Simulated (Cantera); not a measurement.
An isothermal, constant-pressure homogeneous reactor starts with C2H6 : H2 = 1 : 2.7 (molar parts), at 1998 K and 100.0 Torr.

Model: GRI-Mech 3.0 (53 species, 325 reactions), integrated in Cantera. GRI-Mech 3.0 stops at C3 and has no aromatics, soot or wall deposition, so with more carbon than oxygen in the feed, carbon stays in small species such as C2H2 where larger ones or solid carbon would form.

One state of this run: x C2H6 = 2.93e-5; x H2 = 0.781; x CH2 = 1.23e-5; x C2H4 = 0.000820; x C2H2 = 0.154; x H = 0.00294. x: mole fraction; the columns are a selection and need not sum to one.

### Question
Which value of t (s) does it belong to?
A. 0.0974
B. 0.000924
C. 0.00201
D. 0.0206

### Answer
C, 0.00201
